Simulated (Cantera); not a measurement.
Mixture: CH4 : O2 : N2 = 1 : 3.23 : 12.1 (molar parts), equivalence ratio 0.62, at 7500 Torr, adiabatic and at constant volume. Ignition delay is the time to a rise of 400 K.

Cantera simulation using GRI-Mech 3.0 (53 species, 325 reactions); the numbers are that mechanism's predictions, not measurements.

### Question
What does this change do: 0.017 parts C2H6 added?

### Answer
```json
[
 {"quantity": "delay at 1250 K", "before": "2.00 ms", "after": "1.45 ms"},
 {"quantity": "delay at 1400 K", "before": "0.387 ms", "after": "0.289 ms"},
 {"quantity": "delay at 1550 K", "before": "93.9 µs", "after": "68.8 µs"},
 {"quantity": "delay at 1700 K", "before": "28.1 µs", "after": "20.2 µs"},
 {"quantity": "delay at 1850 K", "before": "10.3 µs", "after": "7.57 µs"},
 {"quantity": "apparent activation energy between 1775 and 1925 K", "before": "170 kJ/mol", "after": "160 kJ/mol"}
]
```

### Question
What does this change do: pressure from 7500 Torr to 760 Torr?

### Answer
| quantity | before | after |
|---|---|---|
| delay at 1250 K | 2.00 ms | 16.8 ms |
| delay at 1400 K | 0.387 ms | 2.63 ms |
| delay at 1550 K | 93.9 µs | 0.598 ms |
| delay at 1700 K | 28.1 µs | 0.191 ms |
| delay at 1850 K | 10.3 µs | 76.7 µs |
| apparent activation energy between 1775 and 1925 K | 170 kJ/mol | 160 kJ/mol |
